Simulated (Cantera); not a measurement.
A Cantera script and what it prints.

```python
import numpy as np
import cantera as ct

gas_names = [...]  # 113 gases of nasa_gas.yaml made of C, H, O, Ta
cond_names = """
    C(gr) C6H6(L) C7H8(L) C8H18(L),n-octa H2O(s) H2O(L) Ta(cr) Ta(L) TaC(s) TaC(L) Ta2O5(s) Ta2O5(L)
""".split()


# ... load() reads the species with a 1 bar reference pressure and builds the phases ...
atoms = {
    'Ta2O5': {'Ta': 2, 'O': 5},
    'C': {'C': 1},
    'H2': {'H': 2},
    'CH4': {'C': 1, 'H': 4},
}
top_T = {'C(gr)': 4500}  # K; cautious upper limits of use, not melting points


# ... equilibrate(T, P, feed) seeds the gas with the atoms and calls Mixture.equilibrate('TP', solver="vcs", rtol=1e-11, max_steps=5000) ...
results = []
feed = {'Ta2O5': 1, 'C': 1.6, 'H2': 0.61, 'CH4': 0.001}  # mol
P = 440000  # Pa
for T in [1225, 1325, 1425, 1525, 1625, 1725, 1825, 1925, 2025, 2125, 2225, 2325, 2425]:
    mix = equilibrate(T, P, feed)
    results.append((T, P, feed, dict(zip(mix.species_names, mix.species_moles))))
    x = sorted(zip(gas.X, gas.species_names), reverse=True)
    print(f"T = {T:g} K  P = {P:g} Pa  gas = {mix.phase_moles(0):.4g} mol")
    print("   x: " + "  ".join(f"{s} {v:.3e}" for v, s in x if v > 0.0001))
    print("   condensed (mol): " + ("  ".join(f"{mix.phase(i).name} {mix.phase_moles(i):.4g}"
          for i in range(1, mix.n_phases) if mix.phase_moles(i) > 1e-12) or "none"))
```

It prints:

```
T = 1225 K  P = 440000 Pa  gas = 0.5927 mol
   x: H2 9.310e-01  CH4 5.008e-02  CO 1.750e-02  H2O 1.409e-03
   condensed (mol): C(gr) 1.556  TaC(s) 0.004491  Ta2O5(s) 0.9978
T = 1325 K  P = 440000 Pa  gas = 0.6619 mol
   x: H2 8.765e-01  CO 9.787e-02  CH4 2.270e-02  H2O 2.716e-03  CO2 1.628e-04
   condensed (mol): C(gr) 1.494  TaC(s) 0.02672  Ta2O5(s) 0.9866
T = 1425 K  P = 440000 Pa  gas = 1.058 mol
   x: H2 5.644e-01  CO 4.260e-01  CH4 5.281e-03  H2O 3.214e-03  CO2 1.066e-03
   condensed (mol): C(gr) 0.9607  TaC(s) 0.1826  Ta2O5(s) 0.9087
T = 1525 K  P = 440000 Pa  gas = 1.751 mol
   x: CO 6.494e-01  H2 3.455e-01  H2O 2.603e-03  CO2 1.817e-03  CH4 6.538e-04
   condensed (mol): TaC(s) 0.4593  Ta2O5(s) 0.7703
T = 1625 K  P = 440000 Pa  gas = 1.753 mol
   x: CO 6.492e-01  H2 3.458e-01  H2O 2.986e-03  CO2 1.803e-03  CH4 1.915e-04
   condensed (mol): TaC(s) 0.4597  Ta2O5(s) 0.7701
T = 1725 K  P = 440000 Pa  gas = 1.753 mol
   x: CO 6.491e-01  H2 3.456e-01  H2O 3.359e-03  CO2 1.792e-03
   condensed (mol): TaC(s) 0.46  Ta2O5(s) 0.77
T = 1825 K  P = 440000 Pa  gas = 1.753 mol
   x: CO 6.490e-01  H2 3.453e-01  H2O 3.720e-03  CO2 1.784e-03  H 1.234e-04
   condensed (mol): TaC(s) 0.4602  Ta2O5(s) 0.7699
T = 1925 K  P = 440000 Pa  gas = 1.753 mol
   x: CO 6.490e-01  H2 3.449e-01  H2O 4.068e-03  CO2 1.778e-03  H 2.677e-04
   condensed (mol): TaC(s) 0.4604  Ta2O5(s) 0.7698
T = 2025 K  P = 440000 Pa  gas = 1.753 mol
   x: CO 6.488e-01  H2 3.444e-01  H2O 4.402e-03  CO2 1.774e-03  H 5.385e-04
   condensed (mol): TaC(s) 0.4605  Ta2O5(s) 0.7697
T = 2125 K  P = 440000 Pa  gas = 1.753 mol
   x: CO 6.487e-01  H2 3.440e-01  H2O 4.573e-03  CO2 1.715e-03  H 1.015e-03
   condensed (mol): TaC(s) 0.4606  Ta2O5(L) 0.7697
T = 2225 K  P = 440000 Pa  gas = 1.754 mol
   x: CO 6.485e-01  H2 3.434e-01  H2O 4.650e-03  H 1.809e-03  CO2 1.637e-03
   condensed (mol): TaC(s) 0.4606  Ta2O5(L) 0.7697
T = 2325 K  P = 440000 Pa  gas = 1.755 mol
   x: CO 6.482e-01  H2 3.424e-01  H2O 4.706e-03  H 3.069e-03  CO2 1.568e-03
   condensed (mol): TaC(s) 0.4606  Ta2O5(L) 0.7697
T = 2425 K  P = 440000 Pa  gas = 1.757 mol
   x: CO 6.476e-01  H2 3.411e-01  H 4.983e-03  H2O 4.742e-03  CO2 1.504e-03
   condensed (mol): TaC(s) 0.4606  Ta2O5(L) 0.7697
```

These are equilibrium values from Cantera (NASA tables, ideal gas, pure condensed phases), not measurements of a reactor. Mutual solubility and eutectic melting of coexisting phases are not modelled. TaC: taken at fixed stoichiometry. Condensed phases not in the tables: Ta2C.
